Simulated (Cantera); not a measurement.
Equilibrium for iron carbonyl, mercury and lead vapours: Pb + O2 + H2

Input: 1 mol Pb, 0.26 mol O2, 2 mol H2, equilibrated at 1 atm.

Method: chemical equilibrium by Gibbs-energy minimisation in Cantera with the NASA 1993 tables (ideal gas, pure condensed phases). Candidate condensed phases: H2O, Pb, PbO, PbO2, Pb3O4; 12 gas species. Kinetics and transport are ignored.

| T (K) | x H2 | x H2O | x Pb | x H | x Pb2 | x PbO | n Pb(s) | n Pb(l) |
|---|---|---|---|---|---|---|---|---|
| 548 | 0.740 | 0.260 | <1e-12 | <1e-12 | <1e-12 | <1e-12 | 1.00 | 0 |
| 648 | 0.740 | 0.260 | 8.30e-11 | <1e-12 | <1e-12 | <1e-12 | 0 | 1.00 |
| 748 | 0.740 | 0.260 | 8.64e-9 | <1e-12 | <1e-12 | <1e-12 | 0 | 1.00 |
| 848 | 0.740 | 0.260 | 2.95e-7 | 1.63e-11 | <1e-12 | <1e-12 | 0 | 1.000 |
| 948 | 0.740 | 0.260 | 4.73e-6 | 4.48e-10 | 6.54e-12 | 2.06e-12 | 0 | 1.000 |
| 1048 | 0.740 | 0.260 | 4.41e-5 | 6.60e-9 | 2.75e-10 | 8.41e-11 | 0 | 1.000 |
| 1148 | 0.740 | 0.260 | 0.000277 | 6.12e-8 | 5.91e-9 | 1.80e-9 | 0 | 0.999 |
| 1248 | 0.739 | 0.260 | 0.00128 | 3.99e-7 | 7.65e-8 | 2.34e-8 | 0 | 0.997 |
| 1348 | 0.737 | 0.259 | 0.00471 | 1.97e-6 | 6.68e-7 | 2.07e-7 | 0 | 0.991 |
| 1448 | 0.729 | 0.256 | 0.0144 | 7.82e-6 | 4.28e-6 | 1.36e-6 | 0 | 0.971 |
| 1548 | 0.712 | 0.250 | 0.0379 | 2.58e-5 | 2.14e-5 | 6.93e-6 | 0 | 0.921 |
x: gas mole fraction; n: condensed amount in mol.

At 548 K the condensed part is Pb(s). From 648 K to 1548 K the condensed part is Pb(l).
